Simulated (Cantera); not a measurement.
A freely propagating, adiabatic, planar premixed flame of 40.3 % H₂, 12.6 % O₂, 47.1 % N₂, unburnt at 475 K and 1.00 atm; mixture-averaged transport, grid criteria slope 0.08 and curve 0.16, no radiation.

Detailed kinetics in Cantera: the H2/O2 subset of GRI-Mech 3.0, which has no nitrogen chemistry. Burning velocities carry a grid error of a few per cent, more on coarse grids.

**Question.** Predict: laminar burning velocity; thermal thickness; peak x(OH); peak x(HO₂); peak x(H₂O₂).

**Answer.** 
| Quantity | Result |
|---|---|
| laminar burning velocity | 621 cm/s |
| thermal thickness | 0.401 mm |
| peak x(OH) | 0.00870 |
| peak x(HO₂) | 0.000380 |
| peak x(H₂O₂) | 3.45e-5 |
